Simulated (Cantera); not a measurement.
# PbS + H₂ (hydrogen reduction and annealing atmospheres)

Feed: 1 mol PbS, 1500 mol H₂, equilibrated at 1773 K and 1.00 bar.

Method: chemical equilibrium by Gibbs-energy minimisation in Cantera with the NASA 1993 tables (ideal gas, pure condensed phases). Candidate condensed phases: Pb, PbS, S; 10 gas species. Equilibrium is a limit: real reactors are often held back by kinetics, nucleation or transport.

| Quantity | Result |
|---|---|
| x(H₂) | 0.998 |
| x(Pb) | 0.000650 |
| x(H₂S) | 0.000627 |
| x(H) | 0.000284 |
| x(SH) | 2.14e-5 |
| x(PbS) | 1.64e-5 |
| gas amount | 1501 mol |
| log10 activity of Pb(l) (absent) | -2.54 |
| log10 activity of S(l) (absent) | -4.72 |
